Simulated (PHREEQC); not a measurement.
# Alkaline etch or developer

Make-up at 25 °C: 0.0041 mol NaOH and 0.0019 mol Na2SiO3 per kg of water. Closed to the air; pH follows from the charge balance.

All values are PHREEQC results (ion-association model, wateq4f.dat), not measurements.

```
Property                   Result
----------------  ---------------
pH                          11.73
ionic strength    0.00799 mol/kgw
total alkalinity      7.90 meq/kg
```

| species | molality | activity | log γ |
|---|---|---|---|
| Na+ | 0.00790 | 0.00720 | -0.040 |
| OH- | 0.00593 | 0.00540 | -0.041 |
| H3SiO4- | 0.00179 | 0.00163 | -0.041 |
| H2SiO4-2 | 8.60e-5 | 5.99e-5 | -0.157 |
| H4SiO4 | 2.05e-5 | 2.05e-5 | 0.001 |

Precipitation was switched off in this run.
